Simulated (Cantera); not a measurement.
# Thermodynamics of carbon deposition, reforming and gasification, feed acetone + H2

Charge: 1 mol acetone, a varied amount of H2, held at 1002 °C and 6.60 bar.

Method: chemical equilibrium by Gibbs-energy minimisation in Cantera with the NASA 1993 tables (ideal gas, pure condensed phases). Candidate condensed phases: C, C6H6, C7H8, C8H18, H2O; 110 gas species. The feed counts by its element totals alone. The numbers say what is thermodynamically allowed, not how fast it happens.

From 0.55 mol H2 to 29 mol H2 the condensed part is C(graphite). At 43 mol H2 nothing is condensed. The main C-bearing gas is CO at 0.55 mol H2 and CH4 at 43 mol H2. The share of C in condensed phases is highest at 0.55 mol H2 (63.9 %) and lowest at 43 mol H2 (0.0 %).

```tsv
n(H2) (mol)	x H2	x CO	x CH4	x H2O	x CO2	n C(graphite)
0.55	0.738	0.214	0.0334	0.0122	0.00212	1.92
0.82	0.750	0.202	0.0344	0.0117	0.00189	1.90
1.2	0.764	0.187	0.0357	0.0110	0.00162	1.89
1.8	0.783	0.168	0.0375	0.0101	0.00131	1.86
2.7	0.805	0.146	0.0396	0.00902	0.000982	1.81
4	0.827	0.122	0.0419	0.00778	0.000690	1.75
5.9	0.850	0.0988	0.0442	0.00646	0.000452	1.65
8.8	0.872	0.0765	0.0465	0.00513	0.000271	1.50
13	0.890	0.0577	0.0484	0.00395	0.000154	1.28
19	0.904	0.0427	0.0500	0.00297	8.42e-5	0.974
29	0.917	0.0297	0.0514	0.00210	4.09e-5	0.456
43	0.931	0.0206	0.0463	0.00169	2.24e-5	0
```
x: gas mole fraction; n: condensed amount in mol.
